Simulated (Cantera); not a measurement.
A diamond (100) surface in a fixed gas of H2 with x(CH4) = 0.025, x(H) = 0.044, x(CH3) = 0.00041, at 1350 K; coverages are run to steady state.

Cantera simulation using the Harris–Goodwin 1993 mechanism for the reconstructed diamond (100) surface; the numbers are that mechanism's predictions, not measurements.

θ: site fractions in the mechanism's names (c6HH fully hydrogenated, c6H* and c6*H radical sites, c6** diradical, c6HM methylated).

| P (Pa) | growth (µm/h) | θ c6HH | θ c6H* | θ c6*H | θ c6** | θ c6HM |
|---|---|---|---|---|---|---|
| 520 | ? | 0.349 | 0.0547 | 0.539 | 0.0567 | 4.06e-5 |
| 860 | ? | 0.349 | 0.0547 | 0.539 | 0.0567 | 6.70e-5 |
| 1400 | ? | 0.349 | 0.0548 | 0.539 | 0.0567 | 0.000107 |
| 2400 | ? | 0.349 | 0.0549 | 0.539 | 0.0567 | 0.000176 |
| 4000 | ? | 0.349 | 0.0550 | 0.538 | 0.0568 | 0.000274 |
| 6600 | ? | 0.349 | 0.0552 | 0.538 | 0.0568 | 0.000406 |
| 11000 | ? | 0.349 | 0.0556 | 0.537 | 0.0569 | 0.000577 |
| 18000 | ? | 0.349 | 0.0562 | 0.536 | 0.0571 | 0.000765 |

Question: Fill in the missing entries.

Answer: 
- 520, growth (µm/h): 0.469
- 860, growth (µm/h): 0.883
- 1400, growth (µm/h): 1.67
- 2400, growth (µm/h): 3.50
- 4000, growth (µm/h): 7.29
- 6600, growth (µm/h): 15.3
- 11000, growth (µm/h): 32.4
- 18000, growth (µm/h): 65.5
